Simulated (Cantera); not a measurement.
Input: 1 mol B₂O₃, 19 mol N₂, held at 2100 °C and 100 Torr.

Cantera equilibrium calculation (NASA polynomials, part measured and part estimated; ideal gas, pure solids and liquids). Candidate condensed phases: B, BN, B₂O₃; 17 gas species. Equilibrium is a limit: real reactors are often held back by kinetics, nucleation or transport.

Base state: N₂ 0.946, B₂O₃ 0.0458, BO 0.00411, BO₂ 0.00354, NO 0.000262, B₂O₂ 0.000175, O 0.000124, O₂ 3.63e-5 (mole fractions); condensed: gas only.

Question: What changes in the equilibrium state with this change: temperature from 2100 °C to 750 °C?

Answer: 
```json
[
 {"species": "N₂", "before": "0.946", "after": "1.00"},
 {"species": "B₂O₃", "before": "0.0458", "after": "<1e-9"},
 {"species": "BO", "before": "0.00411", "after": "<1e-9"},
 {"species": "BO₂", "before": "0.00354", "after": "<1e-9"},
 {"species": "NO", "before": "0.000262", "after": "<1e-9"},
 {"species": "B₂O₃(l), mol", "before": "0", "after": "1.00"}
]
```
